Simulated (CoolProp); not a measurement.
The fluid at 298.15 K and 0.038 MPa (gas) is heated at constant pressure to 445.6 K. The same conditions are run with several fluids, on thermodynamics alone (safety and materials aside).

Values from CoolProp's reference Helmholtz-energy equation of state of each fluid (n-perfluoropentane: Gao 2022; R141b: Lemmon 2006; propane: Lemmon 2009; ethylene: Smukala 2000).

Task: Rank n-perfluoropentane, R141b, propane, ethylene by heat (kJ/kg), highest first.

Result: propane (295), ethylene (264), n-perfluoropentane (134), R141b (127)

```tsv
fluid	final density (kg/m³)
n-perfluoropentane	2.97
R141b	1.20
propane	0.453
ethylene	0.288
```
